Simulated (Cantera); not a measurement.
## Tantalum, niobium, vanadium and zirconium in process gases: Ta + H2O

Input: 1 mol Ta, a varied amount of H2O, held at 2273 K and 25.0 Pa.

Cantera equilibrium calculation (NASA polynomials, part measured and part estimated; ideal gas, pure solids and liquids). Candidate condensed phases: H2O, Ta, Ta2O5; 12 gas species. Mutual solubility and eutectic melting of coexisting phases are not modelled. Condensed phases not in the tables: N, O or C dissolved in the metal. Rates play no part.

| n(H2O) (mol) | x H2 | x H2O | x H | x TaO2 | x OH | x O | x TaO | x O2 | n Ta(s) | n Ta2O5(l) |
|---|---|---|---|---|---|---|---|---|---|---|
| 0.071 | 0.410 | 0.00185 | 0.340 | 0.203 | 0.000239 | 0.000136 | 0.0441 | 2.57e-7 | 0.964 | 0.00318 |
| 0.11 | 0.410 | 0.00185 | 0.340 | 0.203 | 0.000239 | 0.000136 | 0.0441 | 2.57e-7 | 0.944 | 0.00493 |
| 0.18 | 0.410 | 0.00185 | 0.340 | 0.203 | 0.000239 | 0.000136 | 0.0441 | 2.57e-7 | 0.908 | 0.00807 |
| 0.29 | 0.410 | 0.00185 | 0.340 | 0.203 | 0.000239 | 0.000136 | 0.0441 | 2.57e-7 | 0.851 | 0.0130 |
| 0.46 | 0.410 | 0.00185 | 0.340 | 0.203 | 0.000239 | 0.000136 | 0.0441 | 2.57e-7 | 0.764 | 0.0206 |
| 0.74 | 0.410 | 0.00185 | 0.340 | 0.203 | 0.000239 | 0.000136 | 0.0441 | 2.57e-7 | 0.620 | 0.0332 |
| 1.2 | 0.410 | 0.00185 | 0.340 | 0.203 | 0.000239 | 0.000136 | 0.0441 | 2.57e-7 | 0.384 | 0.0538 |
| 1.9 | 0.410 | 0.00185 | 0.340 | 0.203 | 0.000239 | 0.000136 | 0.0441 | 2.57e-7 | 0.0243 | 0.0852 |
| 3 | 0.468 | 0.119 | 0.363 | 0.0270 | 0.0144 | 0.00767 | 0.000104 | 0.000819 | 0 | 0.448 |
| 4.8 | 0.317 | 0.289 | 0.299 | 0.0143 | 0.0423 | 0.0274 | 1.54e-5 | 0.0104 | 0 | 0.456 |
| 7.7 | 0.240 | 0.356 | 0.260 | 0.0112 | 0.0600 | 0.0446 | 7.40e-6 | 0.0278 | 0 | 0.443 |
| 12 | 0.204 | 0.378 | 0.240 | 0.0100 | 0.0689 | 0.0556 | 5.33e-6 | 0.0430 | 0 | 0.418 |
x: gas mole fraction; n: condensed amount in mol.

From 0.071 mol H2O to 1.9 mol H2O the condensed part is Ta(s) + Ta2O5(l). From 3 mol H2O to 12 mol H2O the condensed part is Ta2O5(l). The main Ta-bearing gas is TaO2 throughout. The share of Ta in condensed phases is highest at 0.071 mol H2O (97.0 %) and lowest at 1.9 mol H2O (19.5 %).
